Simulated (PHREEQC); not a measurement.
A solution holds 0.59 mol/kgw MgSO4 and 0.00013 mol/kgw H4SiO4, at 90 °C. Closed to the air; pH follows from the charge balance.

Equilibrium calculation in PHREEQC: Pitzer model, pitzer.dat.

Precipitation was switched off in this run.

**Question.** What pH, density does the model give?

**Answer.** pH 6.03; density 1.034 g/cm³.

Species that the database lacks are ignored. In brines, pH and single-ion activities rest on the MacInnes convention. At this temperature some constants are extrapolated from 25 °C, and those without enthalpy data are left unchanged.
